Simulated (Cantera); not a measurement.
A Cantera script and what it prints.

```python
import numpy as np
import cantera as ct

gas_names = """
    H HO2 H2 H2O H2O2 O OH O2 O3 Pb PbO Pb2
""".split()
cond_names = """
    H2O(s) H2O(L) Pb(cr) Pb(L) PbO(rd) PbO(yw) PbO(L) PbO2(s) Pb3O4(s)
""".split()


# ... load() reads the species with a 1 bar reference pressure and builds the phases ...
atoms = {
    'PbO': {'Pb': 1, 'O': 1},
    'H2': {'H': 2},
}
top_T = {'Pb3O4(s)': 820}  # K; cautious upper limits of use, not melting points


# ... equilibrate(T, P, feed) seeds the gas with the atoms and calls Mixture.equilibrate('TP', solver="vcs", rtol=1e-11, max_steps=5000) ...
results = []
T = 2223.15  # K
P = 490000  # Pa
for m in [0.75, 1.6, 3.2, 6.6, 14, 28, 58, 120, 250, 520, 1100]:
    feed = {'PbO': 1, 'H2': m}  # mol
    mix = equilibrate(T, P, feed)
    results.append((T, P, feed, dict(zip(mix.species_names, mix.species_moles))))

top = {s: max(r[3][s] / sum(r[3][g] for g in gas_names) for r in results) for s in gas_names}
cols = sorted((s for s in top if top[s] > 0.001), key=lambda s: -top[s])[:6]
seen = [c for c in cond_names if any(r[3].get(c, 0) > 1e-12 for r in results)]
print("log10 of partial pressures in bar; condensed amounts in mol")
print(f"{'n(H2)':>10s}" + "".join(f"{s[:9]:>10s}" for s in cols + seen))
for T, P, feed, n in results:
    ng = sum(n[g] for g in gas_names)
    print(f"{feed['H2']:10.4g}" + "".join(f"{np.log10(max(n[s] / ng * P / 1e5, 1e-99)):10.3f}" for s in cols)
          + "".join(f"{n.get(c, 0):10.4g}" for c in seen))
```

Output:

```
log10 of partial pressures in bar; condensed amounts in mol
     n(H2)        H2       H2O        Pb       PbO         H       Pb2
      0.75    -1.276     0.311     0.308    -0.128    -2.831    -1.870
       1.6     0.064     0.269     0.264    -1.553    -2.161    -1.957
       3.2     0.409     0.065     0.062    -2.305    -1.988    -2.362
       6.6     0.557    -0.192    -0.194    -2.964    -1.915    -2.872
        14     0.627    -0.487    -0.488    -3.624    -1.880    -3.460
        28     0.658    -0.773    -0.773    -4.227    -1.864    -4.032
        58     0.674    -1.082    -1.082    -4.859    -1.856    -4.648
       120     0.682    -1.393    -1.393    -5.491    -1.852    -5.272
       250     0.685    -1.710    -1.710    -6.128    -1.850    -5.905
       520     0.687    -2.027    -2.027    -6.764    -1.849    -6.540
      1100     0.688    -2.352    -2.352    -7.415    -1.849    -7.190
```

Method: chemical equilibrium by Gibbs-energy minimisation in Cantera with the NASA 1993 tables (ideal gas, pure condensed phases). Gases not in the tables: (PbO)n polymers.
